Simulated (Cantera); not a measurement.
Cantera with NASA thermochemical tables; ideal gases at 1 bar, condensed phases pure. Values are per mole of reaction as written; species without (g) are pure solids or liquids, kept so even where they would boil at 1 bar.

Q: Between 300 and 800 K, where is each reaction favourable under standard conditions?
- F(g) + OH(g) + Ca = HF(g) + CaO

A: 
- F(g) + OH(g) + Ca = HF(g) + CaO: ΔG° is -974 kJ at 300 K and -887 kJ at 800 K; it stays negative (K > 1). ΔH° is -1029 kJ and ΔS° -177 J/K at 800 K.
